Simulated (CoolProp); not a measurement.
A simple Rankine cycle with cyclopentane: condensing at 331.15 K, boiler at 3.55 MPa, turbine inlet 533.4 K, turbine efficiency 0.75, pump efficiency 0.6, no recuperator. Each further row changes one setting.

Model: reference Helmholtz-energy equation of state, Gedanitz 2015, in CoolProp.

```csv
case,thermal efficiency (%),net work (kJ/kg),heat in (kJ/kg),turbine exit temperature (K),volume ratio over the turbine
as stated,16.9,116,687,445.0,30.5
condensing temperature 323.15 K,17.8,125,703,439.7,39.1
boiler pressure 2.48 MPa,15.6,111,713,460.9,19.4
turbine efficiency 0.65,14.4,99.2,687,453.5,31.2
```
